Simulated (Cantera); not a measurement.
Charge: 1 mol AlCl₃, 0.67 mol O₂, 3.7 mol N₂, held at 1100 °C and 0.100 bar.

These are equilibrium values from Cantera (NASA tables, ideal gas, pure condensed phases), not measurements of a reactor. Candidate condensed phases: Al, AlCl₃, AlN, Al₂O₃; 24 gas species. The numbers say what is thermodynamically allowed, not how fast it happens.

Base state: N₂ 0.706, Cl₂ 0.238, Cl 0.0355, AlCl₃ 0.0204, O₂ 5.98e-5 (mole fractions); condensed: Al₂O₃(s).

What changes in the equilibrium state with this change: temperature from 1100 °C to 602 °C?


```csv
species,before,after
N₂,0.706,0.719
Cl₂,0.238,0.260
AlCl₃,0.0204,0.0207
Cl,0.0355,7.43e-5
O₂,5.98e-5,<1e-9
Al₂Cl₆,1.06e-7,3.13e-5
"Al₂O₃(s), mol",0.446,0.447
```
Condensed phases not in the tables: AlOCl.
